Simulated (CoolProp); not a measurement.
A single-stage vapour-compression cycle with R245fa: evaporating at 279.15 K (dew point), condensing at 307.15 K (bubble point), superheat 0 K, subcooling 0 K, compressor efficiency 0.9, no pressure losses. Each further row changes one setting.

The numbers come from the reference Helmholtz-energy equation of state, Akasaka 2015 in CoolProp.

```csv
case,cooling COP,pressure ratio,discharge temperature (K),refrigerating effect (kJ/kg),volumetric capacity (kJ/m³)
as stated,8.00,2.95,307.1,165,685
evaporating temperature 284.15 K,10.1,2.38,307.1,169,855
condensing temperature 302.15 K,9.97,2.47,302.1,172,713
subcooling 5 K,8.32,2.95,307.1,172,713
superheat 10 K,8.08,2.95,316.9,174,692
compressor efficiency 0.8,7.11,2.95,309.6,165,685
```

The compression ends wet for: as stated; evaporating temperature 284.15 K; condensing temperature 302.15 K; subcooling 5 K.
